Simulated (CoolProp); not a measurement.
Vapour-liquid equilibrium of propylene (1) + R152A (2) at 306.4 K; x and y are mole fractions of (1).

Computed with CoolProp (multi-fluid Helmholtz-energy mixture model, Lemmon 2013 and Outcalt 1996; pair parameters Bell 2016).

```
x     bubble pressure (kPa)  y at the bubble point  dew pressure at overall composition x (kPa)  liquid density (mol/L)
----  ---------------------  ---------------------  -------------------------------------------  ----------------------
0.05                    [?]                  0.127                                        787.5                   13.16
0.15                  986.7                  0.306                                        857.1                   12.89
0.25                   1107                  0.428                                        936.9                   12.64
0.35                   1203                    [?]                                         1028                   12.40
0.45                    [?]                  0.592                                         1129                     [?]
0.55                   1339                  0.657                                          [?]                   12.01
0.65                   1385                  0.718                                         1333                   11.86
0.75                   1416                  0.782                                         1403                   11.75
0.85                   1432                  0.855                                         1431                     [?]
0.95                    [?]                  0.945                                         1424                     [?]
```

Q: What belongs in the gaps?

A: 
- 0.05, bubble pressure (kPa): 840.0
- 0.35, y at the bubble point: 0.519
- 0.45, bubble pressure (kPa): 1279
- 0.45, liquid density (mol/L): 12.19
- 0.55, dew pressure at overall composition x (kPa): 1236
- 0.85, liquid density (mol/L): 11.69
- 0.95, bubble pressure (kPa): 1425
- 0.95, liquid density (mol/L): 11.67

y crosses x between x = 0.85 and 0.95: the model has an azeotrope there.

The pair parameters rest on a limited set of measurements; away from them the model extrapolates.
